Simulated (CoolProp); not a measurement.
Vapour-liquid equilibrium of CHF3 (R23) (1) + propylene (2) at 9.42 bar; x and y are mole fractions of (1).

Computed with CoolProp (multi-fluid Helmholtz-energy mixture model, Penoncello 2003 and Lemmon 2013; pair parameters Bell 2016).

```csv
x,"bubble temperature, mixture model (°C)","bubble temperature, Raoult's law (°C)","y, mixture model","y, Raoult's law"
0.05,6.7,11.6,0.245,0.179
0.125,-4.7,4.8,0.474,0.376
0.2,-12.3,-0.9,0.603,0.517
0.275,-17.4,-5.7,___,0.622
0.35,-20.9,-9.9,___,0.703
0.425,___,-13.5,0.767,0.767
0.5,___,-16.8,0.794,0.818
0.575,-26.8,-19.7,0.818,0.861
0.65,-28.0,-22.3,0.840,0.895
0.725,-29.0,-24.7,0.862,0.925
0.8,-30.0,-26.9,___,0.949
0.875,___,-28.9,0.920,0.971
0.95,___,-30.8,___,0.989
```

**Question.** What belongs in the gaps?

**Answer.** 
- 0.275, y, mixture model: 0.681
- 0.35, y, mixture model: 0.731
- 0.425, bubble temperature, mixture model (°C): -23.4
- 0.5, bubble temperature, mixture model (°C): -25.3
- 0.8, y, mixture model: 0.888
- 0.875, bubble temperature, mixture model (°C): -30.9
- 0.95, bubble temperature, mixture model (°C): -31.6
- 0.95, y, mixture model: 0.962

The largest gap from Raoult's law is -11.7 K in bubble temperature, at x = 0.275. No azeotrope shows between x = 0.05 and 0.95.

Pair parameters are fitted to limited data, so mixtures are less certain than the pure fluids.
